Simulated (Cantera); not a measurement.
**Adiabatic ignition**

An adiabatic, constant-pressure homogeneous reactor starts with 5.82 % CH₄, 1.69 % C₂H₆, 9.25 % O₂, 83.2 % N₂, at 1800 K and 1.00 atm.

Model: GRI-Mech 3.0 (53 species, 325 reactions), integrated in Cantera.

```json
[
 {"t (s)": "3.00e-6", "T (K)": "1787", "x CH₄": "0.0580", "x C₂H₆": "0.0152", "x O₂": "0.0923", "x C₂H": "5.74e-12", "x HO₂": "1.73e-5", "x N₂O": "1.18e-10"},
 {"t (s)": "8.35e-6", "T (K)": "1774", "x CH₄": "0.0563", "x C₂H₆": "0.0119", "x O₂": "0.0907", "x C₂H": "3.27e-9", "x HO₂": "7.26e-5", "x N₂O": "1.51e-9"},
 {"t (s)": "2.32e-5", "T (K)": "1812", "x CH₄": "0.0453", "x C₂H₆": "0.00399", "x O₂": "0.0789", "x C₂H": "3.02e-7", "x HO₂": "0.000176", "x N₂O": "1.24e-8"},
 {"t (s)": "6.46e-5", "T (K)": "2350", "x CH₄": "0.000427", "x C₂H₆": "1.73e-7", "x O₂": "0.00360", "x C₂H": "2.72e-5", "x HO₂": "1.12e-6", "x N₂O": "1.55e-8"},
 {"t (s)": "0.000180", "T (K)": "2428", "x CH₄": "1.31e-5", "x C₂H₆": "5.89e-11", "x O₂": "1.92e-5", "x C₂H": "3.40e-7", "x HO₂": "9.83e-9", "x N₂O": "3.84e-8"},
 {"t (s)": "0.000500", "T (K)": "2430", "x CH₄": "2.09e-8", "x C₂H₆": "<1e-12", "x O₂": "1.59e-5", "x C₂H": "4.28e-10", "x HO₂": "8.25e-9", "x N₂O": "2.38e-8"},
 {"t (s)": "0.00139", "T (K)": "2431", "x CH₄": "8.11e-12", "x C₂H₆": "<1e-12", "x O₂": "1.54e-5", "x C₂H": "<1e-12", "x HO₂": "8.02e-9", "x N₂O": "1.33e-8"},
 {"t (s)": "0.00387", "T (K)": "2431", "x CH₄": "2.10e-12", "x C₂H₆": "<1e-12", "x O₂": "1.56e-5", "x C₂H": "<1e-12", "x HO₂": "8.13e-9", "x N₂O": "1.20e-8"},
 {"t (s)": "0.0108", "T (K)": "2431", "x CH₄": "2.06e-12", "x C₂H₆": "<1e-12", "x O₂": "1.57e-5", "x C₂H": "<1e-12", "x HO₂": "8.18e-9", "x N₂O": "1.07e-8"},
 {"t (s)": "0.0300", "T (K)": "2431", "x CH₄": "2.03e-12", "x C₂H₆": "<1e-12", "x O₂": "1.58e-5", "x C₂H": "<1e-12", "x HO₂": "8.21e-9", "x N₂O": "9.74e-9"},
 {"t (s)": "0.0834", "T (K)": "2431", "x CH₄": "2.02e-12", "x C₂H₆": "<1e-12", "x O₂": "1.58e-5", "x C₂H": "<1e-12", "x HO₂": "8.22e-9", "x N₂O": "9.53e-9"},
 {"t (s)": "0.232", "T (K)": "2431", "x CH₄": "2.02e-12", "x C₂H₆": "<1e-12", "x O₂": "1.58e-5", "x C₂H": "<1e-12", "x HO₂": "8.22e-9", "x N₂O": "9.53e-9"},
 {"t (s)": "0.646", "T (K)": "2431", "x CH₄": "2.02e-12", "x C₂H₆": "<1e-12", "x O₂": "1.58e-5", "x C₂H": "<1e-12", "x HO₂": "8.22e-9", "x N₂O": "9.53e-9"},
 {"t (s)": "1.80", "T (K)": "2431", "x CH₄": "2.02e-12", "x C₂H₆": "<1e-12", "x O₂": "1.58e-5", "x C₂H": "<1e-12", "x HO₂": "8.22e-9", "x N₂O": "9.53e-9"},
 {"t (s)": "5.00", "T (K)": "2431", "x CH₄": "2.02e-12", "x C₂H₆": "<1e-12", "x O₂": "1.58e-5", "x C₂H": "<1e-12", "x HO₂": "8.22e-9", "x N₂O": "9.53e-9"}
]
```
x: mole fraction; the columns are a selection and need not sum to one.

| Quantity | Result |
|---|---|
| time of steepest temperature rise | 55.8 µs |
| temperature at 5.00 s | 2431 K |
| equilibrium temperature | 2431 K |
| x(CH₄) at 5.00 s | 2.02e-12 (gas-phase equilibrium 2.26e-12) |
| x(C₂H₆) at 5.00 s | <1e-12 (gas-phase equilibrium <1e-12) |
| x(O₂) at 5.00 s | 1.58e-5 (gas-phase equilibrium 1.58e-5) |
